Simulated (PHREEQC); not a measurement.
0.013 g of hydrous ferric oxide (600 m²/g; 0.2 weak and 0.005 strong sites per Fe, Dzombak-Morel constants, diffuse double layer) in 1 kg of water with 0.001 mol/kgw of an inert sodium salt and 5.7e-06 mol Ag2SO4, 1.3e-06 mol Na2SO4 and 2.6e-06 mol CaCl2, at 25 °C; the pH is set by adding NaOH or the inert anion's acid. Oxygen alone is held at its pressure in air (log pO2 = -0.68). CO2 from the air is kept out. No solid was allowed to form.

The series has 13 steps of pH, from 4 to 12.

The numbers come from PHREEQC with the ion-association model, wateq4f.dat.

**Question.** Near which pH is half of the S sorbed, and on which side is more sorbed?

**Answer.** Near pH 5.6, with more sorbed at lower pH.

**Question.** Near which pH is half of the Ag sorbed, and on which side is more sorbed?

**Answer.** Near pH 10.1, with more sorbed at higher pH.

**Question.** Near which pH is half of the Ca sorbed, and on which side is more sorbed?

**Answer.** Near pH 9.5, with more sorbed at higher pH.

Species that the database lacks are ignored.
